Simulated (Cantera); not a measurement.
A closed system holds: 1 mol Si₂H₆, 0.023 mol HCl, 8.5 mol N₂, equilibrated at 725 °C and 0.100 bar.

Equilibrium computed with Cantera from the NASA thermochemical tables; the gas is ideal and each condensed phase is pure. Candidate condensed phases: NH₄Cl, Si, Si₃N₄; 28 gas species. The feed counts by its element totals alone. N₂ is the only nitrogen source here; it is nearly inert below about 1500 K, so the nitride shown seldom forms there in practice. Equilibrium is a limit: real reactors are often held back by kinetics, nucleation or transport.

Base state: N₂ 0.703, H₂ 0.294, HCl 0.00226 (mole fractions); condensed: Si₃N₄(s).

Problem. What changes in the equilibrium state with this change: Si₂H₆ replaced by SiHCl₃?

Solution. 
| species | before | after |
|---|---|---|
| N₂ | 0.703 | 0.848 |
| HCl | 0.00226 | 0.0830 |
| SiCl₄ | <1e-9 | 0.0573 |
| H₂ | 0.294 | 0.0114 |
| SiHCl₃ | <1e-9 | 5.46e-5 |
| SiCl₃ | <1e-9 | 2.75e-5 |
| Si₃N₄(s), mol | 0.667 | 0.148 |
The tables' values for SiCl₃ are old estimates; treat these amounts as uncertain.
